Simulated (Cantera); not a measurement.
A perfectly stirred reactor is fed with CH₄ : CO : O₂ : N₂ = 1 : 0.14 : 3.7 : 13.9 (molar parts), at 1.78 atm; it is adiabatic with a 500 K inlet, and is followed from long to short residence time, starting on the burning branch (τ in s: 0.16, 0.072, 0.031, 0.014, 0.0059, 0.0026, 0.0011, 0.00049, 0.00021, 9.3e-05, 4.1e-05).

Model: GRI-Mech 3.0 (53 species, 325 reactions), integrated in Cantera.

Problem. What does this change do: pressure from 1.78 atm to 13.8 atm?

Solution. 
```csv
quantity,before,after
"blow-out, bracketed by the residence times tried","burning at 0.210 ms, out at 93.0 µs","burning at 0.490 ms, out at 0.210 ms"
x(CH₄) at τ = 0.160 s,6.59e-6,2.63e-6
x(CO) at τ = 0.160 s,0.000162,4.22e-5
x(O₂) at τ = 0.160 s,0.0872,0.0873
x(HO₂) at τ = 0.160 s,1.16e-6,1.22e-6
x(NO) at τ = 0.160 s,1.30e-5,1.52e-5
x(CH₄) at τ = 2.60 ms,9.84e-5,7.61e-5
x(CO) at τ = 2.60 ms,0.00261,0.00113
x(O₂) at τ = 2.60 ms,0.0880,0.0879
x(HO₂) at τ = 2.60 ms,1.21e-5,9.47e-6
x(NO) at τ = 2.60 ms,6.48e-6,3.02e-6
```
The pressure lies above the range GRI-Mech 3.0 was tuned for (to about 10 atm).

Problem. What does this change do: inlet temperature 500 to 748 K?

Solution. 
```
quantity                                                                       before                               after
------------------------------------------------  -----------------------------------  ----------------------------------
blow-out, bracketed by the residence times tried  burning at 0.210 ms, out at 93.0 µs  burning at 93.0 µs, out at 41.0 µs
x(CH₄) at τ = 0.160 s                                                         6.59e-6                             2.65e-6
x(CO) at τ = 0.160 s                                                         0.000162                            0.000236
x(O₂) at τ = 0.160 s                                                           0.0872                              0.0869
x(HO₂) at τ = 0.160 s                                                         1.16e-6                             1.62e-6
x(NO) at τ = 0.160 s                                                          1.30e-5                            0.000175
x(CH₄) at τ = 2.60 ms                                                         9.84e-5                             5.12e-5
x(CO) at τ = 2.60 ms                                                          0.00261                             0.00243
x(O₂) at τ = 2.60 ms                                                           0.0880                              0.0874
x(HO₂) at τ = 2.60 ms                                                         1.21e-5                             6.64e-6
x(NO) at τ = 2.60 ms                                                          6.48e-6                             2.69e-5
```
